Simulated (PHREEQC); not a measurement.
Solution (20 °C): 1.8 mol/kgw Na2SO4 and 0.14 mol/kgw KCl. Closed to the air; pH follows from the charge balance.

Equilibrium calculation in PHREEQC: Pitzer model, pitzer.dat.

| Item | Result |
|---|---|
| ionic strength | 5.54 mol/kgw |
| activity of water | 0.937 |
| density | 1.199 g/cm³ |
| osmotic coefficient | 0.637 |

```tsv
species	molality	activity	log γ
Na+	3.60	1.56	-0.363
SO4-2	1.80	0.0366	-1.692
Cl-	0.140	0.0833	-0.226
K+	0.140	0.0510	-0.439
OH-	3.25e-7	1.75e-7	-0.268
HSO4-	2.62e-7	1.11e-7	-0.373
H+	6.31e-8	3.66e-8	-0.237
```

Precipitation was switched off in this run. The solution is supersaturated, for example in Mirabilite, so a real one may precipitate; this is no full list. Species that the database lacks are ignored.
